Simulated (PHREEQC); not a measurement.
A made-up water analysis in mg/L, 20 °C, pH 6.9, pe 11.9: Na 1.3; K 0.00477; Ca 3.04; Mg 0.107; Cl 2.02; S(6) as SO4 3.09; Alkalinity as HCO3 5.7; O(0) (dissolved oxygen) 0.0332; Cu(2) 0.00358; Zn 0.243.

Valence states are taken as typed.

Computed with PHREEQC (ion-association model, phreeqc.dat).

No solid was allowed to form.

**Question.** Predict the charge-balance error.

**Answer.** charge-balance error 2.3 %.

**Question.** In which forms is Cu present?

**Answer.** Cu(OH)2 49 %, Cu+2 40 %, CuCO3 6.1 %, CuOH+ 3.0 %, CuHCO3+ 1.7 % of the Cu.

Complexes and solids missing from the database can't appear. The database's constant for dissolved Cu(OH)2 is higher than later reviews accept.
